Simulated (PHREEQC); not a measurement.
## Spent oxide etchant: speciation

Consider water at 25 °C with 0.19 mol HF, 0.026 mol H2SiF6, 0.17 mol H3PO4 and 0.29 mol HCl per kg of water. Closed to the air; pH follows from the charge balance.

All values are PHREEQC results (ion-association model, phreeqc.dat), not measurements.

Each row changes one thing in this solution. Precipitation was switched off in this run.

```tsv
case	pH	ionic strength (mol/kgw)	HF (mol/kgw)	F- (mol/kgw)	HF2- (mol/kgw)	SI of Quartz (SiO2)
as made	0.57	0.376	0.188	0.000771	0.000544	-6.37
HCl left out	1.20	0.103	0.184	0.00260	0.00183	-7.20
HF from 0.19 to 0.209 mol/kgw	0.57	0.376	0.207	0.000847	[?]	-6.62
diluted 10-fold with water	1.48	[?]	0.0185	0.000459	3.25e-5	[?]
temperature from 25 to 30 °C	0.57	0.375	0.188	0.000709	0.000519	-6.02
H3PO4 from 0.17 to 0.085 mol/kgw	0.57	0.372	0.188	0.000776	0.000548	-6.38
H3PO4 left out	0.57	0.369	0.188	0.000781	0.000552	-6.38
```

Question: Some entries are withheld; supply them.

Answer: 
- HF from 0.19 to 0.209 mol/kgw, HF2- (mol/kgw): 0.000658
- diluted 10-fold with water, ionic strength (mol/kgw): 0.0407
- diluted 10-fold with water, SI of Quartz (SiO2): -2.63

SiF6-2 is the database's only silicon fluoride.
